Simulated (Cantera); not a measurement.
Cantera run:

```python
import numpy as np
import cantera as ct

gas_names = [...]  # 76 gases of nasa_gas.yaml made of C, H
cond_names = """
    C(gr) C6H6(L) C7H8(L) C8H18(L),n-octa
""".split()


# ... load() reads the species with a 1 bar reference pressure and builds the phases ...
atoms = {
    'C': {'C': 1},
    'H2': {'H': 2},
}
top_T = {'C(gr)': 4500}  # K; cautious upper limits of use, not melting points


# ... equilibrate(T, P, feed) seeds the gas with the atoms and calls Mixture.equilibrate('TP', solver="vcs", rtol=1e-11, max_steps=5000) ...
results = []
feed = {'C': 1, 'H2': 0.92}  # mol
P = 100000  # Pa
for T in [1073, 1223, 1373, 1523, 1673, 1823, 1973, 2123, 2273, 2423, 2573, 2723, 2873]:
    mix = equilibrate(T, P, feed)
    results.append((T, P, feed, dict(zip(mix.species_names, mix.species_moles))))

top = {s: max(r[3][s] / sum(r[3][g] for g in gas_names) for r in results) for s in gas_names}
cols = sorted((s for s in top if top[s] > 1e-06), key=lambda s: -top[s])[:8]
seen = [c for c in cond_names if any(r[3].get(c, 0) > 1e-12 for r in results)]
print("log10 of partial pressures in bar; condensed amounts in mol")
print(f"{'T/K':>10s}" + "".join(f"{s[:9]:>10s}" for s in cols + seen))
for T, P, feed, n in results:
    ng = sum(n[g] for g in gas_names)
    print(f"{T:10.4g}" + "".join(f"{np.log10(max(n[s] / ng * P / 1e5, 1e-99)):10.3f}" for s in cols)
          + "".join(f"{n.get(c, 0):10.4g}" for c in seen))
```

Result:

```
log10 of partial pressures in bar; condensed amounts in mol
       T/K        H2         H       CH4 C2H2,acet      C4H2       C2H       CH3 C2H2,viny     C(gr)
      1073    -0.019    -7.863    -1.375    -8.163   -16.746   -20.354    -7.963   -16.298    0.9628
      1223    -0.006    -6.525    -1.887    -6.811   -14.048   -16.975    -7.122   -13.853    0.9882
      1373    -0.002    -5.479    -2.302    -5.765   -11.951   -14.340    -6.479   -11.955    0.9954
      1523    -0.001    -4.637    -2.640    -4.929   -10.272   -12.228    -5.968   -10.438    0.9979
      1673    -0.001    -3.944    -2.917    -4.245    -8.898   -10.498    -5.552    -9.198    0.9988
      1823    -0.001    -3.364    -3.148    -3.676    -7.753    -9.054    -5.206    -8.165    0.9989
      1973    -0.001    -2.870    -3.343    -3.194    -6.785    -7.832    -4.914    -7.294    0.9984
      2123    -0.002    -2.446    -3.510    -2.783    -5.956    -6.784    -4.666    -6.548    0.9966
      2273    -0.005    -2.078    -3.657    -2.429    -5.241    -5.877    -4.454    -5.906    0.9928
      2423    -0.011    -1.757    -3.790    -2.122    -4.619    -5.085    -4.273    -5.348    0.9857
      2573    -0.021    -1.475    -3.916    -1.857    -4.076    -4.389    -4.122    -4.862    0.9734
      2723    -0.038    -1.227    -4.041    -1.630    -3.603    -3.775    -3.999    -4.438    0.9539
      2873    -0.063    -1.010    -4.174    -1.437    -3.191    -3.231    -3.906    -4.071    0.9248
```

Method: chemical equilibrium by Gibbs-energy minimisation in Cantera with the NASA 1993 tables (ideal gas, pure condensed phases).
